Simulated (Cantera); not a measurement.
Mixture: CH₄ : C₂H₆ : O₂ : N₂ = 1 : 0.064 : 2.44 : 9.53 (molar parts), at 1.00 atm, adiabatic and at constant volume. Ignition delay is the time to a rise of 400 K.

Computed with Cantera and GRI-Mech 3.0 (53 species, 325 reactions).

Question: Predict: delay at 1175 K; delay at 1325 K; delay at 1475 K; delay at 1625 K; apparent activation energy between 1550 and 1700 K.

Answer: 
| Item | Value |
|---|---|
| delay at 1175 K | 12.8 ms |
| delay at 1325 K | 2.16 ms |
| delay at 1475 K | 0.430 ms |
| delay at 1625 K | 0.115 ms |
| apparent activation energy between 1550 and 1700 K | 170 kJ/mol |
